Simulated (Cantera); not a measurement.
Feed: 1 mol c-C4F8, a varied amount of Si, held at 0.0133 bar.

Points: T (K) = 1023, 1223, 1423, 1623, 1823, 2023, 2223, 2423, 2623; n(Si) (mol) = 0.0087, 0.013, 0.02, 0.031, 0.048, 0.073, 0.11, 0.17, 0.26, 0.4, 0.6, 0.92, 1.4.

Cantera's Mixture.equilibrate('TP', solver="vcs", rtol=1e-11, max_steps=5000) on the NASA tables stopped like this:

```
ERROR: FAILURE its = 5001!

*******************************************************************************
CanteraError thrown by MultiPhase::equilibrate:
VCS solver failed. Return code: -1
*******************************************************************************
```

### Question
What got this run through?

### Answer
This is not unique; one that fits is The failure is numerical, not chemical. The same input converged with solver="gibbs", rtol=1e-10, max_steps=50000, and the result passed a check of the equilibrium conditions:
```
   1023     0.0087  C(gr)
   1023      0.013  C(gr)
   1023       0.02  C(gr)
   1023      0.031  C(gr)
   1023      0.048  C(gr)
   1023      0.073  C(gr)
   1023       0.11  C(gr)
   1023       0.17  C(gr)
   1023       0.26  C(gr)
   1023        0.4  C(gr)
   1023        0.6  C(gr)
   1023       0.92  C(gr)
   1023        1.4  C(gr)
   1223     0.0087  C(gr)
   1223      0.013  C(gr)
   1223       0.02  C(gr)
   1223      0.031  C(gr)
   1223      0.048  C(gr)
   1223      0.073  C(gr)
   1223       0.11  C(gr)
   1223       0.17  C(gr)
   1223       0.26  C(gr)
   1223        0.4  C(gr)
   1223        0.6  C(gr)
   1223       0.92  C(gr)
   1223        1.4  C(gr)
   1423     0.0087  C(gr)
   1423      0.013  C(gr)
   1423       0.02  C(gr)
   1423      0.031  C(gr)
   1423      0.048  C(gr)
   1423      0.073  C(gr)
   1423       0.11  C(gr)
   1423       0.17  C(gr)
   1423       0.26  C(gr)
   1423        0.4  C(gr)
   1423        0.6  C(gr)
   1423       0.92  C(gr)
   1423        1.4  C(gr)
   1623     0.0087  C(gr)
   1623      0.013  C(gr)
   1623       0.02  C(gr)
   1623      0.031  C(gr)
   1623      0.048  C(gr)
   1623      0.073  C(gr)
   1623       0.11  C(gr)
   1623       0.17  C(gr)
   1623       0.26  C(gr)
   1623        0.4  C(gr)
   1623        0.6  C(gr)
   1623       0.92  C(gr)
   1623        1.4  C(gr)
   1823     0.0087  C(gr)
   1823      0.013  C(gr)
   1823       0.02  C(gr)
   1823      0.031  C(gr)
   1823      0.048  C(gr)
   1823      0.073  C(gr)
   1823       0.11  C(gr)
   1823       0.17  C(gr)
   1823       0.26  C(gr)
   1823        0.4  C(gr)
   1823        0.6  C(gr)
   1823       0.92  C(gr)
   1823        1.4  C(gr)
   2023     0.0087  C(gr)
   2023      0.013  C(gr)
   2023       0.02  C(gr)
   2023      0.031  C(gr)
   2023      0.048  C(gr)
   2023      0.073  C(gr)
   2023       0.11  C(gr)
   2023       0.17  C(gr)
   2023       0.26  C(gr)
   2023        0.4  C(gr)
   2023        0.6  C(gr)
   2023       0.92  C(gr)
   2023        1.4  C(gr)
   2223     0.0087  C(gr)
   2223      0.013  C(gr)
   2223       0.02  C(gr)
   2223      0.031  C(gr)
   2223      0.048  C(gr)
   2223      0.073  C(gr)
   2223       0.11  C(gr)
   2223       0.17  C(gr)
   2223       0.26  C(gr)
   2223        0.4  C(gr)
   2223        0.6  C(gr)
   2223       0.92  C(gr)
   2223        1.4  C(gr)
   2423     0.0087  C(gr)
   2423      0.013  C(gr)
   2423       0.02  C(gr)
   2423      0.031  C(gr)
   2423      0.048  C(gr)
   2423      0.073  C(gr)
   2423       0.11  C(gr)
   2423       0.17  C(gr)
   2423       0.26  C(gr)
   2423        0.4  C(gr)
   2423        0.6  C(gr)
   2423       0.92  C(gr)
   2423        1.4  C(gr)
   2623     0.0087  C(gr)
   2623      0.013  C(gr)
   2623       0.02  C(gr)
   2623      0.031  C(gr)
   2623      0.048  C(gr)
   2623      0.073  C(gr)
   2623       0.11  C(gr)
   2623       0.17  C(gr)
   2623       0.26  C(gr)
   2623        0.4  C(gr)
   2623        0.6  C(gr)
   2623       0.92  C(gr)
   2623        1.4  C(gr)
```

The gas is ideal and each condensed phase is pure. The feed counts by its element totals alone. The tables' values for SiF2, SiF3 are old estimates.
